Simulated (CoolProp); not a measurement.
Vapour-liquid equilibrium of carbon dioxide (1) + CH2F2 (R32) (2) at 272.2 K; x and y are mole fractions of (1).

Computed with CoolProp (multi-fluid Helmholtz-energy mixture model, Span 1996 and Tillner-Roth 1997; pair parameters Bell 2016).

### Question
Give the bubble pressure and the first vapour's composition at x = 0.05, 0.35, 0.65. Is there an azeotrope?

### Answer
x = 0.05: 0.9096 MPa, y = 0.156; x = 0.35: 1.659 MPa, y = 0.636; x = 0.65: 2.425 MPa, y = 0.841. No azeotrope shows between x = 0.05 and 0.95.

Pair parameters are fitted to limited data, so mixtures are less certain than the pure fluids.
